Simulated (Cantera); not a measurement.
**Moist CO burnout**

An isothermal, constant-pressure homogeneous reactor starts with CO : O₂ : H₂O : N₂ : H₂ = 0.0019 : 0.0058 : 0.074 : 1 : 0.004 (molar parts), at 1150 K and 0.336 atm.

Computed with Cantera and GRI-Mech 3.0 (53 species, 325 reactions).

```tsv
t (s)	x CO	x O₂	x H₂O	x OH	x NO	x CO₂
0.000100	0.00175	0.00534	0.0682	4.67e-12	<1e-12	7.21e-12
0.000231	0.00175	0.00534	0.0682	1.46e-11	<1e-12	1.83e-11
0.000534	0.00175	0.00534	0.0682	5.70e-11	<1e-12	5.63e-11
0.00123	0.00175	0.00534	0.0682	4.87e-10	<1e-12	3.50e-10
0.00285	0.00175	0.00534	0.0682	4.07e-8	<1e-12	2.52e-8
0.00658	0.00151	0.00448	0.0693	0.000196	6.65e-9	0.000236
0.0152	0.000349	0.00316	0.0711	0.000143	6.43e-8	0.00140
0.0351	6.13e-5	0.00275	0.0718	7.14e-5	7.30e-8	0.00169
0.0811	9.96e-6	0.00265	0.0720	3.26e-5	7.38e-8	0.00174
0.187	1.59e-6	0.00263	0.0720	1.49e-5	7.37e-8	0.00175
0.433	2.43e-7	0.00263	0.0720	7.25e-6	7.37e-8	0.00175
1.00	3.64e-8	0.00263	0.0720	3.83e-6	7.38e-8	0.00175
```
x: mole fraction; the columns are a selection and need not sum to one.

Equilibrium at this temperature and pressure: CO 3.02e-10, O₂ 0.00262, H₂O 0.0720, OH 5.49e-7, NO 1.60e-5, CO₂ 0.00175 (gas phase only).
